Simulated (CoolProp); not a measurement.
Saturation properties of R245fa (Tc = 153.9 °C, pc = 36.51 bar, ω = 0.378).

Values from CoolProp's reference Helmholtz-energy equation of state, Akasaka 2015.

| T (°C) | p (bar) | enthalpy of vaporisation (kJ/kg) | surface tension (mN/m) | liquid conductivity (mW/(m K)) |
|---|---|---|---|---|
| -49.85 | 0.02918 | 228.9 | 23.7 | 116 |
| -38.85 | 0.06307 | 223.7 | 22.2 | 112 |
| -27.85 | 0.1255 | 218.5 | 20.7 | 109 |
| -16.95 | 0.2312 | 213.2 | 19.2 | 105 |
| -5.95 | 0.4033 | 207.7 | 17.7 | 101 |
| 5.05 | 0.6672 | 202.1 | 16.2 | 98.0 |
| 16.05 | 1.055 | 196.2 | 14.8 | 94.7 |
| 27.05 | 1.602 | 190.0 | 13.4 | 91.3 |
| 38.05 | 2.350 | 183.5 | 12.0 | 88.1 |
| 49.05 | 3.343 | 176.6 | 10.6 | 84.9 |
| 60.05 | 4.631 | 169.1 | 9.25 | 81.7 |

It boils at 15.0 °C under 1 atm.

Thermal conductivity comes from a separate model (Huber 2003), an estimate that may be off by 10 % or more. Surface tension comes from a separate correlation (Mulero 2012).
